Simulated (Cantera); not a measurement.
Cantera run:

```python
import numpy as np
import cantera as ct

gas_names = [...]  # 47 gases of nasa_gas.yaml made of Cl, H, N, O, Si
cond_names = """
    H2O(s) H2O(L) NH4CL(a) NH4CL(b) Si(cr) Si(L) SiO2(Lqz) SiO2(hqz) SiO2(L) Si2N2O(s) Si3N4(a)
""".split()


# ... load() reads the species with a 1 bar reference pressure and builds the phases ...
atoms = {
    'SiH2Cl2': {'Si': 1, 'H': 2, 'CL': 2},
    'NO': {'N': 1, 'O': 1},
}
top_T = {'Si2N2O(s)': 2100, 'Si3N4(a)': 2400}  # K; cautious upper limits of use, not melting points


# ... equilibrate(T, P, feed) seeds the gas with the atoms and calls Mixture.equilibrate('TP', solver="vcs", rtol=1e-11, max_steps=5000) ...
results = []
T = 2098  # K
P = 55000  # Pa
for m in [0.97, 3.3, 5.7, 8, 10, 13, 15, 17]:
    feed = {'SiH2Cl2': 1, 'NO': m}  # mol
    mix = equilibrate(T, P, feed)
    results.append((T, P, feed, dict(zip(mix.species_names, mix.species_moles))))

top = {s: max(r[3][s] / sum(r[3][g] for g in gas_names) for r in results) for s in gas_names}
cols = sorted((s for s in top if top[s] > 1e-05), key=lambda s: -top[s])[:8]
seen = [c for c in cond_names if any(r[3].get(c, 0) > 1e-12 for r in results)]
print("log10 of partial pressures in bar; condensed amounts in mol")
print(f"{'n(NO)':>10s}" + "".join(f"{s[:9]:>10s}" for s in cols + seen))
for T, P, feed, n in results:
    ng = sum(n[g] for g in gas_names)
    print(f"{feed['NO']:10.4g}" + "".join(f"{np.log10(max(n[s] / ng * P / 1e5, 1e-99)):10.3f}" for s in cols)
          + "".join(f"{n.get(c, 0):10.4g}" for c in seen))
```

It prints:

```
log10 of partial pressures in bar; condensed amounts in mol
     n(NO)       HCL        N2        O2       SiO        H2        CL     SiCL2       H2O   SiO2(L)
      0.97    -0.585    -1.046   -11.425    -1.032    -1.261    -2.600    -1.396    -3.741    0.2337
       3.3    -0.718    -0.689    -1.190    -6.149    -4.181    -1.273    -8.977    -1.543         1
       5.7    -0.942    -0.643    -0.871    -6.308    -4.443    -1.365    -9.481    -1.646         1
         8    -1.088    -0.623    -0.776    -6.356    -4.577    -1.444    -9.735    -1.732         1
        10    -1.187    -0.613    -0.732    -6.378    -4.661    -1.501    -9.893    -1.793         1
        13    -1.306    -0.603    -0.693    -6.398    -4.757    -1.573   -10.075    -1.870         1
        15    -1.373    -0.599    -0.676    -6.406    -4.809    -1.613   -10.173    -1.914         1
        17    -1.432    -0.595    -0.663    -6.413    -4.854    -1.650   -10.259    -1.952    0.9999
```

Cantera equilibrium calculation (NASA polynomials, part measured and part estimated; ideal gas, pure solids and liquids). The tables' values for SiCl3, SiCl are old estimates; treat these amounts as uncertain. The tables hold silica as quartz up to 1696 K and as liquid above; real silica turns to tridymite and cristobalite and melts near 1996 K. Gases not in the tables: Si(OH)4.
